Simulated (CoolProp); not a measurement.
Ammonia along the isobar 10.5 MPa: fugacity coefficient from the reference equation and from simpler models built on Tc = 405.6 K, pc = 11.36 MPa, ω = 0.256; each cubic takes its own stable root.

Values from CoolProp's reference Helmholtz-energy equation of state, Gao 2020.

```csv
T (K),phase,reference
367.1,liquid,0.4161
389.6,liquid,0.5713
412,gas,0.6903
434.4,gas,0.7469
456.8,gas,0.7896
479.2,gas,0.8234
501.7,gas,0.8510
524.1,gas,0.8735
546.5,gas,0.8922
568.9,gas,0.9079
591.4,gas,0.9212
```

How far does each simpler model (Redlich-Kwong, Peng-Robinson) lie from the reference over these 11 states: mean and median of the absolute difference, and the worst?


- Redlich-Kwong: mean 3.3 %, median 1.4 %, worst +16.5 % at 367.1 K and 10.5 MPa
- Peng-Robinson: mean 1.2 %, median 1.0 %, worst +3.3 % at 367.1 K and 10.5 MPa
